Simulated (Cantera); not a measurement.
What does this Cantera script print?

```python
import numpy as np
import cantera as ct

gas_names = """
    CL CL2 H HCL H2 N NH NH2 NH3 N2 N2H2 N2H4 Si SiCL SiCL2 SiCL3 SiCL4 SiH SiHCL3 SiH2 SiH2CL2 SiH3
    SiH3CL SiH4 SiN Si2 Si2N Si3
""".split()
cond_names = """
    NH4CL(a) NH4CL(b) Si(cr) Si(L) Si3N4(a)
""".split()


# ... load() reads the species with a 1 bar reference pressure and builds the phases ...
atoms = {
    'SiH2Cl2': {'Si': 1, 'H': 2, 'CL': 2},
    'N2': {'N': 2},
}
top_T = {'Si3N4(a)': 2400}  # K; cautious upper limits of use, not melting points


# ... equilibrate(T, P, feed) seeds the gas with the atoms and calls Mixture.equilibrate('TP', solver="vcs", rtol=1e-11, max_steps=5000) ...
results = []
feed = {'SiH2Cl2': 1, 'N2': 2.3}  # mol
T = 948  # K
P = 133.322  # Pa
mix = equilibrate(T, P, feed)
results.append((T, P, feed, dict(zip(mix.species_names, mix.species_moles))))
print(gas.report(threshold=0.0001))
for i in range(1, mix.n_phases):
    print(f"{mix.phase(i).name:16s} {mix.phase_moles(i):12.5e} mol")
```

It prints:

```
       temperature   948 K
          pressure   133.32 Pa
           density   0.00060896 kg/m^3
  mean mol. weight   36.002 kg/kmol
   phase of matter   gas

                          1 kg             1 kmol
                     ---------------   ---------------
          enthalpy       -1.2925e+06       -4.6533e+07  J
   internal energy       -1.5115e+06       -5.4415e+07  J
           entropy            8187.2        2.9476e+05  J/K
    Gibbs function        -9.054e+06       -3.2596e+08  J
 heat capacity c_p            1000.9             36036  J/K
 heat capacity c_v            769.99             27721  J/K

                      mass frac. Y      mole frac. X     chem. pot. / RT
                     ---------------   ---------------   ---------------
               HCL           0.33359           0.32941           -43.586
                H2         0.0064836           0.11578           -26.151
                N2           0.38661           0.49685           -32.045
             SiCL4           0.27273          0.057798           -138.92
     [  +24 minor]        0.00058682        0.00015713

Si(cr)            0.00000e+00 mol
Si3N4(a)          2.64471e-01 mol
```

These are equilibrium values from Cantera (NASA tables, ideal gas, pure condensed phases), not measurements of a reactor. N2 is the only nitrogen source here; it is nearly inert below about 1500 K, so the nitride shown seldom forms there in practice. The tables' values for SiCl3 are old estimates; treat these amounts as uncertain.
